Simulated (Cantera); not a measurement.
Feed: 1 mol PbO, 0.41 mol O2, 1.4 mol N2, held at 1325 K and 92.0 Pa.

Cantera equilibrium calculation (NASA polynomials, part measured and part estimated; ideal gas, pure solids and liquids). Candidate condensed phases: Pb, PbO, PbO2, Pb3O4; 12 gas species. Gases not in the tables: (PbO)n polymers. Equilibrium is a limit: real reactors are often held back by kinetics, nucleation or transport.

Base state: N2 0.490, PbO 0.316, O2 0.160, Pb 0.0338, NO 0.000320 (mole fractions); condensed: gas only.

### Question
What changes in the equilibrium state with this change: temperature from 1325 K to 1425 K?

### Answer
```tsv
species	before	after
N2	0.490	0.482
PbO	0.316	0.280
O2	0.160	0.173
Pb	0.0338	0.0644
O	3.63e-6	1.90e-5
NO	0.000320	0.000590
```
